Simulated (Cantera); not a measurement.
A closed system holds: 1 mol SiC, 1.6 mol N₂, at 1427 °C and 100000 Pa.

These are equilibrium values from Cantera (NASA tables, ideal gas, pure condensed phases), not measurements of a reactor. Candidate condensed phases: C, Si, SiC, Si₃N₄; 20 gas species. Rates play no part.

Base state: N₂ 1.00 (mole fractions); condensed: C(graphite) + Si₃N₄(s).

**Question.** What changes in the equilibrium state with this change: pressure from 100000 Pa to 13300 Pa?

**Answer.** 
```tsv
species	before	after
N₂	1.00	1.00
C(graphite), mol	1.00	0
Si₃N₄(s), mol	0.333	0
SiC(s), mol	0	1.00
```
